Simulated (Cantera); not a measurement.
Input (Python, Cantera) and output of one run.

```python
import numpy as np
import cantera as ct

gas_names = """
    CL CL2 N N2 Si SiCL SiCL2 SiCL3 SiCL4 SiN Si2 Si2N Si3
""".split()
cond_names = """
    Si(cr) Si(L) Si3N4(a)
""".split()


# ... load() reads the species with a 1 bar reference pressure and builds the phases ...
atoms = {
    'SiCl4': {'Si': 1, 'CL': 4},
    'N2': {'N': 2},
}
top_T = {'Si3N4(a)': 2400}  # K; cautious upper limits of use, not melting points


# ... equilibrate(T, P, feed) seeds the gas with the atoms and calls Mixture.equilibrate('TP', solver="vcs", rtol=1e-11, max_steps=5000) ...
results = []
feed = {'SiCl4': 1, 'N2': 25}  # mol
T = 925  # K
P = 17000  # Pa
mix = equilibrate(T, P, feed)
results.append((T, P, feed, dict(zip(mix.species_names, mix.species_moles))))
x = sorted(zip(gas.X, gas.species_names), reverse=True)
print(f"T = {T:g} K  P = {P:g} Pa  gas = {mix.phase_moles(0):.4g} mol")
print("   x: " + "  ".join(f"{s} {v:.3e}" for v, s in x if v > 0.001))
print("   condensed (mol): " + ("  ".join(f"{mix.phase(i).name} {mix.phase_moles(i):.4g}"
      for i in range(1, mix.n_phases) if mix.phase_moles(i) > 1e-12) or "none"))
```

Result:

```
T = 925 K  P = 17000 Pa  gas = 26 mol
   x: N2 9.615e-01  SiCL4 3.846e-02
   condensed (mol): none
```

Equilibrium computed with Cantera from the NASA thermochemical tables; the gas is ideal and each condensed phase is pure.
